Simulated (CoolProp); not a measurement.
The fluid at 462.13 K and 0.124 MPa flows at 6.8 m/s in a round tube of 2 mm bore and 0.25 µm roughness, fully developed (64/Re and Nu = 3.66 if laminar; Colebrook and Gnielinski if turbulent). The same conditions are run with several fluids, on thermodynamics alone (safety and materials aside).

Values from CoolProp's reference Helmholtz-energy equation of state of each fluid (c-C4F8 (RC318): Platzer 1990; methane: Setzmann 1991; dry air: Lemmon 2000; normal hydrogen: Leachman 2009; propane: Lemmon 2009). The equations of Platzer and Polt are older, rougher fits. Blends and air are pseudo-pure fits.

Q: Rank c-C4F8 (RC318), methane, dry air, normal hydrogen, propane by Reynolds number, highest first.

A: c-C4F8 (RC318) (4990), propane (1570), dry air (496), methane (441), normal hydrogen (73.3)

```
fluid            Darcy friction factor  pressure drop (Pa/m)  heat-transfer coefficient (W/(m² K))  mass flow (kg/h)
---------------  ---------------------  --------------------  ------------------------------------  ----------------
c-C4F8 (RC318)                  0.0375                  2820                                   195             0.500
methane                          0.145                   869                                   112            0.0398
dry air                          0.129                  1390                                  68.7            0.0719
normal hydrogen                  0.873                   656                                   469           0.00500
propane                         0.0407                   673                                  73.6             0.110
```

Transport values come from each fluid's own correlations; those of c-C4F8 (RC318) are estimates that may be off by 10 % or more.
